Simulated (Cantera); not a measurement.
Ignition delay

Mixture: CH4 : H2 : O2 : N2 = 1 : 0.068 : 1.56 : 5.88 (molar parts), equivalence ratio 1.3, at 4.93 atm, adiabatic and at constant pressure. Ignition delay is the time to a rise of 400 K.

Detailed kinetics in Cantera: GRI-Mech 3.0 (53 species, 325 reactions). Below about 1000 K GRI-Mech 3.0 lacks low-temperature oxidation paths.

| T0 (K) | delay (ms) |
|---|---|
| 975 | 58.8 |
| 1050 | 22.3 |
| 1125 | 10.6 |
| 1200 | 5.16 |
| 1275 | 2.45 |
| 1350 | 1.16 |
| 1425 | 0.559 |
| 1500 | 0.276 |
| 1575 | 0.142 |

- apparent activation energy between 1425 and 1575 K = 170 kJ/mol
